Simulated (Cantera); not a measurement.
Charge: 1 mol CH3SiCl3, 0.006 mol C2H2, 810 mol H2, at 100 Torr.

These are equilibrium values from Cantera (NASA tables, ideal gas, pure condensed phases), not measurements of a reactor. Candidate condensed phases: C, C6H6, C7H8, C8H18, Si, SiC; 109 gas species. The feed counts by its element totals alone. Gases not in the tables: Si2H6 and higher silanes. Kinetics and transport are ignored. All values below are at 2400 K.

Base state: H2 0.952, H 0.0425, HCl 0.00349, Si 0.00100, C2H2 (acetylene) 0.000578, Cl 0.000111, SiH 0.000110, SiH2 4.10e-5 (mole fractions); condensed: gas only.

Question: What changes in the equilibrium state with this change: pressure from 100 Torr to 1.28 Torr?

Answer: 
```
species    before     after
-------  --------  --------
H2          0.952     0.678
H          0.0425     0.318
HCl       0.00349   0.00232
Si        0.00100   0.00100
SiH2      4.10e-5   3.72e-7
Si2C      1.06e-5   1.46e-7
SiH      0.000110   1.05e-5
C2H       1.48e-6   1.30e-5
Cl       0.000111  0.000776
```
